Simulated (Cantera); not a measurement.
Input (Python, Cantera) and output of one run.

```python
import numpy as np
import cantera as ct

gas_names = [...]  # 116 gases of nasa_gas.yaml made of C, H, Mg, O
cond_names = """
    C(gr) C6H6(L) C7H8(L) C8H18(L),n-octa H2O(s) H2O(L) Mg(cr) Mg(L) MgCO3(s) MgO(s) MgO(L) MgO2H2(s)
""".split()


# ... load() reads the species with a 1 bar reference pressure and builds the phases ...
atoms = {
    'MgO': {'Mg': 1, 'O': 1},
    'CO': {'C': 1, 'O': 1},
    'H2': {'H': 2},
}
top_T = {'C(gr)': 4500}  # K; cautious upper limits of use, not melting points


# ... equilibrate(T, P, feed) seeds the gas with the atoms and calls Mixture.equilibrate('TP', solver="vcs", rtol=1e-11, max_steps=5000) ...
results = []
feed = {'MgO': 1, 'CO': 3.7, 'H2': 6.7}  # mol
T = 1950  # K
P = 1333.22  # Pa
mix = equilibrate(T, P, feed)
results.append((T, P, feed, dict(zip(mix.species_names, mix.species_moles))))
print(gas.report(threshold=0.0001))
for i in range(1, mix.n_phases):
    print(f"{mix.phase(i).name:16s} {mix.phase_moles(i):12.5e} mol")
```

It prints:

```
       temperature   1950 K
          pressure   1333.2 Pa
           density   0.00096911 kg/m^3
  mean mol. weight   11.785 kg/kmol
   phase of matter   gas

                          1 kg             1 kmol
                     ---------------   ---------------
          enthalpy        1.1732e+06        1.3827e+07  J
   internal energy       -2.0249e+05       -2.3864e+06  J
           entropy             21744        2.5626e+05  J/K
    Gibbs function       -4.1227e+07       -4.8588e+08  J
 heat capacity c_p            2950.6             34773  J/K
 heat capacity c_v            2245.1             26459  J/K

                      mass frac. Y      mole frac. X     chem. pot. / RT
                     ---------------   ---------------   ---------------
                CO           0.82058           0.34526           -39.815
               CO2         0.0082788          0.002217           -66.257
                 H        0.00066218          0.007742           -12.108
                H2           0.10403           0.60813           -24.215
               H2O          0.026255          0.017176           -50.657
                Mg          0.039983          0.019387           -19.644
     [ +110 minor]        0.00021138        8.2106e-05

C(gr)             0.00000e+00 mol
Mg(L)             0.00000e+00 mol
MgO(s)            7.92902e-01 mol
```

Equilibrium computed with Cantera from the NASA thermochemical tables; the gas is ideal and each condensed phase is pure. The tables' values for MgH are old estimates; treat these amounts as uncertain.
